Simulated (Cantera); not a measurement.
Si2Cl6 + N2 (silicon epitaxy and polysilicon growth)

Charge: 1 mol Si2Cl6, 5.8 mol N2, at 1473 K and 1 atm.

Cantera equilibrium calculation (NASA polynomials, part measured and part estimated; ideal gas, pure solids and liquids). Candidate condensed phases: Si, Si3N4; 13 gas species. The feed counts by its element totals alone. N2 is the only nitrogen source here; it is nearly inert below about 1500 K, so the nitride shown seldom forms there in practice. The tables' values for SiCl3 are old estimates; treat these amounts as uncertain. Equilibrium is a limit: real reactors are often held back by kinetics, nucleation or transport.

```json
{
  "x(N2)": "0.781",
  "x(SiCl4)": "0.198",
  "x(SiCl3)": "0.0164",
  "x(SiCl2)": "0.00466",
  "x(Cl)": "1.20e-5",
  "n(Si3N4(s))": "0.152 mol",
  "gas_amount": "7.042 mol",
  "log10 activity of Si(s) (absent)": "-2.97"
}
```
